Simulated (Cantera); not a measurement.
Charge: 1 mol MgO, 0.45 mol C, 0.76 mol H₂, equilibrated at 1373 K and 400000 Pa.

These are equilibrium values from Cantera (NASA tables, ideal gas, pure condensed phases), not measurements of a reactor. Candidate condensed phases: C, C₆H₆, C₇H₈, C₈H₁₈, H₂O, Mg, MgCO₃, MgO, Mg(OH)₂; 116 gas species. Equilibrium is a limit: real reactors are often held back by kinetics, nucleation or transport.

Question: What is the equilibrium state?

Answer: 
```
Quantity                               Value
--------------------------------  ----------
x(H₂)                                  0.981
x(CH₄)                                0.0194
x(Mg)                                1.91e-5
x(CO)                                1.91e-5
x(C₂H₄)                              7.60e-6
x(C₂H₂ (acetylene))                  1.69e-6
x(H)                                 1.65e-6
n(C(graphite))                     0.436 mol
n(MgO(s))                          1.000 mol
gas amount                        0.7456 mol
log10 activity of Mg(l) (absent)       -4.15
```
